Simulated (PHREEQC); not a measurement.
Consider water at 20 °C with 0.00026 mol/kgw Ba(OH)2. Closed to the air; pH follows from the charge balance.

The numbers come from PHREEQC with the ion-association model, phreeqc.dat.

No solid was allowed to form.

### Question
Estimate the pH, specific conductance.

### Answer
pH 10.87; specific conductance 117 µS/cm.
